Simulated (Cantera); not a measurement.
What does this Cantera script print?

```python
import numpy as np
import cantera as ct

gas = ct.Solution("gri30.yaml")
gas.TPX = 500, 13332, {'CH4': 1, 'H2': 0.2, 'O2': 3.13, 'N2': 11.8, 'H2O': 0.7}
flame = ct.FreeFlame(gas, width=0.16)
flame.set_refine_criteria(ratio=3, slope=0.08, curve=0.16)
flame.transport_model = "mixture-averaged"
flame.solve(loglevel=0, auto=True)
z, T = flame.grid, flame.T
thick = (T[-1] - T[0]) / np.gradient(T, z).max()
show = ['CH4', 'H2', 'O2', 'H2O', 'H2O2', 'C2H6']
print(f"laminar burning velocity  {flame.velocity[0] * 100:.3f} cm/s")
print(f"burnt temperature         {T[-1]:.1f} K")
print(f"thermal thickness         {thick * 1e3:.4f} mm")
print(f"grid points               {len(z)}")
z0 = z[flame.heat_release_rate.argmax()]
print(f"{'z/mm':>9s}{'T/K':>9s}{'u/(m/s)':>9s}" + "".join(f"{s:>11s}" for s in show))
rows = []
for k in (-3, -2, -1.5, -1, -0.5, -0.25, 0, 0.25, 0.5, 1, 2, 4, 8):
    zz = z0 + k * thick
    rows.append([k * thick, np.interp(zz, z, T), np.interp(zz, z, flame.velocity),
                 *(np.interp(zz, z, flame.X[gas.species_index(s)]) for s in show)])
    print(f"{rows[-1][0] * 1e3:9.3f}{rows[-1][1]:9.1f}{rows[-1][2]:9.3f}" + "".join(f"{x:11.3e}" for x in rows[-1][3:]))
```

Output:

```
laminar burning velocity  93.575 cm/s
burnt temperature         1871.9 K
thermal thickness         2.6466 mm
grid points               144
     z/mm      T/K  u/(m/s)        CH4         H2         O2        H2O       H2O2       C2H6
   -7.940    500.1    0.936  5.941e-02  1.200e-02  1.860e-01  4.160e-02  6.121e-09  6.981e-09
   -5.293    500.7    0.937  5.936e-02  1.223e-02  1.859e-01  4.168e-02  7.578e-08  1.341e-07
   -3.970    503.7    0.943  5.918e-02  1.255e-02  1.857e-01  4.209e-02  4.315e-07  1.211e-06
   -2.647    532.8    0.999  5.768e-02  1.324e-02  1.839e-01  4.554e-02  2.738e-06  2.299e-05
   -1.323    778.7    1.471  4.501e-02  1.461e-02  1.665e-01  7.112e-02  4.011e-06  3.078e-04
   -0.662   1078.7    2.051  2.725e-02  1.518e-02  1.394e-01  1.016e-01  2.925e-06  3.712e-04
    0.000   1387.2    2.652  8.010e-03  1.370e-02  1.040e-01  1.345e-01  1.088e-06  4.604e-05
    0.662   1521.4    2.911  9.054e-04  9.739e-03  8.187e-02  1.510e-01  3.169e-07  3.634e-07
    1.323   1559.0    2.976  5.971e-05  7.438e-03  7.353e-02  1.549e-01  2.809e-07  9.667e-10
    2.647   1598.5    3.037  2.159e-07  6.696e-03  6.844e-02  1.553e-01  2.442e-07  1.434e-14
    5.293   1649.4    3.119  6.523e-11  6.290e-03  6.569e-02  1.564e-01  1.866e-07  2.457e-20
   10.586   1711.2    3.224  5.689e-17  5.065e-03  6.406e-02  1.599e-01  1.268e-07  1.018e-28
   21.173   1773.0    3.327  5.847e-20  3.446e-03  6.285e-02  1.640e-01  8.116e-08  7.523e-32
```

Model: GRI-Mech 3.0 (53 species, 325 reactions), integrated in Cantera. Burning velocities carry a grid error of a few per cent, more on coarse grids.
